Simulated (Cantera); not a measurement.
A perfectly stirred reactor is fed with C3H8 : O2 : N2 = 1 : 4.17 : 15.7 (molar parts), equivalence ratio 1.2, at 2.07 atm; it is adiabatic with a 550 K inlet, and is followed from long to short residence time, starting on the burning branch (τ in s: 0.2, 0.062, 0.02, 0.0062, 0.002, 0.00062, 0.0002, 6.2e-05, 2e-05, 6.2e-06).

Cantera simulation using GRI-Mech 3.0 (53 species, 325 reactions); the numbers are that mechanism's predictions, not measurements. GRI-Mech 3.0 was tuned for natural gas; its chemistry of propane as a main component is partial and can be far from experiment.

x: mole fraction; the columns are a selection and need not sum to one.

```json
[
 {"τ (s)": "0.20", "T (K)": "2363", "x C3H8": "4.27e-8", "x O2": "0.000358", "x NO": "0.000638", "x N2O": "5.09e-8", "x C2H": "___"},
 {"τ (s)": "0.062", "T (K)": "2358", "x C3H8": "1.29e-7", "x O2": "0.000497", "x NO": "0.000658", "x N2O": "5.78e-8", "x C2H": "___"},
 {"τ (s)": "0.020", "T (K)": "2346", "x C3H8": "3.54e-7", "x O2": "0.000815", "x NO": "0.000672", "x N2O": "6.98e-8", "x C2H": "___"},
 {"τ (s)": "0.0062", "T (K)": "2323", "x C3H8": "9.53e-7", "x O2": "0.00149", "x NO": "0.000655", "x N2O": "8.55e-8", "x C2H": "___"},
 {"τ (s)": "0.0020", "T (K)": "2288", "x C3H8": "2.40e-6", "x O2": "0.00267", "x NO": "0.000584", "x N2O": "9.89e-8", "x C2H": "___"},
 {"τ (s)": "0.00062", "T (K)": "2239", "x C3H8": "6.31e-6", "x O2": "0.00459", "x NO": "0.000459", "x N2O": "1.07e-7", "x C2H": "___"},
 {"τ (s)": "0.00020", "T (K)": "2179", "x C3H8": "1.72e-5", "x O2": "0.00742", "x NO": "0.000323", "x N2O": "1.11e-7", "x C2H": "___"},
 {"τ (s)": "6.2e-5", "T (K)": "2096", "x C3H8": "5.85e-5", "x O2": "0.0133", "x NO": "0.000188", "x N2O": "1.10e-7", "x C2H": "___"},
 {"τ (s)": "2.0e-5", "T (K)": "550", "x C3H8": "0.0479", "x O2": "0.200", "x NO": "<1e-12", "x N2O": "<1e-12", "x C2H": "<1e-12"},
 {"τ (s)": "6.2e-6", "T (K)": "550", "x C3H8": "0.0479", "x O2": "0.200", "x NO": "<1e-12", "x N2O": "<1e-12", "x C2H": "<1e-12"}
]
```

Question: Some entries are withheld; supply them.

Answer: 
- 0.20, x C2H: 7.21e-9
- 0.062, x C2H: 1.97e-8
- 0.020, x C2H: 4.62e-8
- 0.0062, x C2H: 9.90e-8
- 0.0020, x C2H: 1.92e-7
- 0.00062, x C2H: 3.71e-7
- 0.00020, x C2H: 7.45e-7
- 6.2e-5, x C2H: 1.79e-6
